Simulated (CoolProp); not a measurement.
Benzene at several states: density (kg/m³) from the reference equation and from simpler models built on Tc = 562.0 K, pc = 49.06 bar, ω = 0.211; each cubic takes its own stable root.

The numbers come from the reference Helmholtz-energy equation of state, Thol 2012 in CoolProp.

```
T (K)  p (bar)   phase  reference
-----  -------  ------  ---------
327.4    0.222     gas     0.6430
331.9     1.47  liquid      837.2
487.5     19.9  liquid      634.7
```

Task: How far does each simpler model (van der Waals, Redlich-Kwong, Peng-Robinson) lie from the reference over these 3 states: mean and median of the absolute difference, and the worst?

Result: 
- van der Waals: mean 64.1 %, median 92.4 %, worst -99.5 % at 331.9 K and 1.47 bar
- Redlich-Kwong: mean 34.2 %, median 10.4 %, worst -91.8 % at 487.5 K and 19.9 bar
- Peng-Robinson: mean 1.6 %, median 1.2 %, worst +3.4 % at 331.9 K and 1.47 bar

At some of these states van der Waals, Redlich-Kwong gives the other phase, because its saturation line lies elsewhere.
